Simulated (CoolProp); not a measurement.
Aqueous potassium acetate as a coolant, at 39 °C, 1 atm.

The numbers come from the Melinder's fits for secondary coolants in CoolProp.

```tsv
mass %	freezing point (°C)	Prandtl number	density (kg/m³)	cp (kJ/(kg K))	conductivity (W/(m K))
4	-1.5	4.80	1016	4.034	0.614
9.6	(withheld)	5.49	1043	3.849	0.594
15.2	-7.6	6.29	(withheld)	3.678	(withheld)
20.8	(withheld)	7.24	(withheld)	3.518	0.555
26.3	-17.8	8.39	1128	3.368	0.537
31.9	(withheld)	(withheld)	1160	3.221	0.518
37.5	(withheld)	12.0	1191	3.075	0.499
```

Q: Complete the blanks.

A: 
- 9.6, freezing point (°C): -4.3
- 15.2, density (kg/m³): 1069
- 15.2, conductivity (W/(m K)): 0.574
- 20.8, freezing point (°C): -11.9
- 20.8, density (kg/m³): 1098
- 31.9, freezing point (°C): -26.2
- 31.9, Prandtl number: 9.93
- 37.5, freezing point (°C): -36.9
